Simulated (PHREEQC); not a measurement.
## Spent oxide etchant: an equilibrium model

Solution (65 °C): 0.02 mol/kgw HF, 0.07 mol/kgw H2SiF6 and 0.0058 mol/kgw H3BO3. Closed to the air; pH follows from the charge balance.

All values are PHREEQC results (ion-association model, phreeqc.dat), not measurements.

Each row changes one thing in this solution. No solid was allowed to form.

```json
[
 {"case": "as made", "pH": "0.97", "ionic strength (mol/kgw)": "0.200", "HF (mol/kgw)": "0.0287", "BF4- (mol/kgw)": "0.00523", "H3BO3 (mol/kgw)": "0.000394", "BF3OH- (mol/kgw)": "0.000145"},
 {"case": "diluted 5-fold with water", "pH": "1.69", "ionic strength (mol/kgw)": "0.0353", "HF (mol/kgw)": "0.0159", "BF4- (mol/kgw)": "0.000903", "H3BO3 (mol/kgw)": "0.000194", "BF3OH- (mol/kgw)": "4.69e-5"},
 {"case": "HF left out", "pH": "0.99", "ionic strength (mol/kgw)": "0.192", "HF (mol/kgw)": "0.0263", "BF4- (mol/kgw)": "0.00508", "H3BO3 (mol/kgw)": "0.000533", "BF3OH- (mol/kgw)": "0.000154"},
 {"case": "HF replaced by (CH3)4NF at the same molality", "pH": "1.04", "ionic strength (mol/kgw)": "0.201", "HF (mol/kgw)": "0.0275", "BF4- (mol/kgw)": "0.00522", "H3BO3 (mol/kgw)": "0.000402", "BF3OH- (mol/kgw)": "0.000151"},
 {"case": "diluted 10-fold with water", "pH": "2.01", "ionic strength (mol/kgw)": "0.0159", "HF (mol/kgw)": "0.0118", "BF4- (mol/kgw)": "0.000396", "H3BO3 (mol/kgw)": "0.000143", "BF3OH- (mol/kgw)": "2.79e-5"},
 {"case": "H2SiF6 left out", "pH": "2.44", "ionic strength (mol/kgw)": "0.00388", "HF (mol/kgw)": "0.00732", "BF4- (mol/kgw)": "0.00265", "H3BO3 (mol/kgw)": "0.00262", "BF3OH- (mol/kgw)": "0.000302"},
 {"case": "HF from 0.02 to 0.022 mol/kgw", "pH": "0.97", "ionic strength (mol/kgw)": "0.201", "HF (mol/kgw)": "0.0290", "BF4- (mol/kgw)": "0.00525", "H3BO3 (mol/kgw)": "0.000380", "BF3OH- (mol/kgw)": "0.000143"},
 {"case": "temperature from 65 to 75 °C", "pH": "0.98", "ionic strength (mol/kgw)": "0.196", "HF (mol/kgw)": "0.0375", "BF4- (mol/kgw)": "0.00530", "H3BO3 (mol/kgw)": "0.000333", "BF3OH- (mol/kgw)": "0.000140"},
 {"case": "temperature from 65 to 35 °C", "pH": "0.95", "ionic strength (mol/kgw)": "0.209", "HF (mol/kgw)": "0.0128", "BF4- (mol/kgw)": "0.00489", "H3BO3 (mol/kgw)": "0.000722", "BF3OH- (mol/kgw)": "0.000163"}
]
```

Species that the database lacks are ignored. Some of these states are supersaturated (in SiO2(a), Quartz (slow to form), Chalcedony (slow to form), for instance). (CH3)4N+ isn't in the database: it is added as a free cation with an ion size of 4 Å. Constants without temperature data keep their 25 °C values here. SiF6-2 is the database's only silicon fluoride. Real BF4- forms and hydrolyses slowly; the run takes it at equilibrium.
